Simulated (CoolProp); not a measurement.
Vapour-liquid equilibrium of propane (1) + R113 (2) at 289.5 K; x and y are mole fractions of (1).

Values from CoolProp's multi-fluid Helmholtz-energy mixture model, Lemmon 2009 and Marx 1992; pair parameters Bell 2016.

### Question
Give the bubble pressure and the first vapour's composition at x = 0.425, 0.875, 0.95. Is there an azeotrope?

### Answer
x = 0.425: 3.622 bar, y = 0.938; x = 0.875: 6.617 bar, y = 0.989; x = 0.95: 7.182 bar, y = 0.995. No azeotrope shows between x = 0.05 and 0.95.

Pair parameters are fitted to limited data, so mixtures are less certain than the pure fluids. The gap from Raoult's law changes sign with composition, which may be real or a fault of the pair parameters; it wasn't checked against measurements.
